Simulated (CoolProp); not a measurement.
A Linde-Hampson liquefier for carbon monoxide: isothermal reversible compression at 300 K from 1 atm to 25 MPa, throttling to 1 atm, return gas leaving the recuperator 5 K below the feed. Each further row changes one setting.

Values from CoolProp's reference Helmholtz-energy equation of state, Lemmon 2006. It is a short technical equation, of lower accuracy than the large ones.

| case | liquid yield per pass | compression work (kJ/kg of gas) |
|---|---|---|
| as stated | 0.084 | 491 |
| high pressure 50 MPa | 0.091 | 565 |
| warm-end temperature 330 K | 0.060 | 544 |
| warm-end gap 10 K | 0.073 | 491 |
